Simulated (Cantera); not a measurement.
## Dilute partial oxidation

An isothermal, constant-pressure homogeneous reactor starts with CH4 : O2 : N2 = 0.011 : 0.012 : 1 (molar parts), at 1475 K and 0.950 bar.

Model: GRI-Mech 3.0 (53 species, 325 reactions), integrated in Cantera.

```
t (s)        x CH4      x O2     x C2H    x CH3       x O     x CO2
--------  --------  --------  --------  -------  --------  --------
0.000200    0.0108    0.0117    <1e-12  8.94e-7   1.93e-9  2.27e-11
0.000632    0.0107    0.0117    <1e-12  3.10e-6   3.16e-9  4.86e-10
0.00200     0.0107    0.0117    <1e-12  1.04e-5   7.28e-9   1.37e-8
0.00632     0.0106    0.0117    <1e-12  2.72e-5   2.11e-8   3.37e-7
0.0200     0.00952    0.0111  2.09e-11  7.78e-5   1.38e-7   1.30e-5
0.0632    0.000345   7.05e-5  8.50e-10  6.80e-6   1.21e-8   0.00144
0.200     0.000350   8.07e-6  1.93e-10  1.69e-6  3.45e-10   0.00170
0.632     0.000351   4.09e-7  1.25e-10  1.11e-6  1.52e-11   0.00198
2.00      0.000349  9.25e-11  1.16e-10  1.04e-6  3.33e-12   0.00248
```
x: mole fraction; the columns are a selection and need not sum to one.

Equilibrium at this temperature and pressure: CH4 6.38e-12, O2 1.43e-12, C2H <1e-12, CH3 <1e-12, O 3.54e-12, CO2 0.00274 (gas phase only).
